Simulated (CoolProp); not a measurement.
A single-stage vapour-compression cycle with R152A: evaporating at 213.15 K (dew point), condensing at 254.15 K (bubble point), superheat 0 K, subcooling 5 K, compressor efficiency 0.75, no pressure losses. Each further row changes one setting.

Computed with CoolProp (reference Helmholtz-energy equation of state, Outcalt 1996). It is a modified Benedict-Webb-Rubin equation, recast in Helmholtz form.

```
case                              cooling COP  pressure ratio  discharge temperature (K)  refrigerating effect (kJ/kg)  volumetric capacity (kJ/m³)
--------------------------------  -----------  --------------  -------------------------  ----------------------------  ---------------------------
as stated                                3.46            8.39                      308.9                           303                          171
evaporating temperature 218.15 K         4.11            6.16                      300.3                           306                          231
condensing temperature 249.15 K          4.01            6.76                      298.8                           311                          176
subcooling 10 K                          3.55            8.39                      308.9                           311                          176
superheat 10 K                           3.40            8.39                      320.3                           311                          168
compressor efficiency 0.65               3.00            8.39                      321.2                           303                          171
```
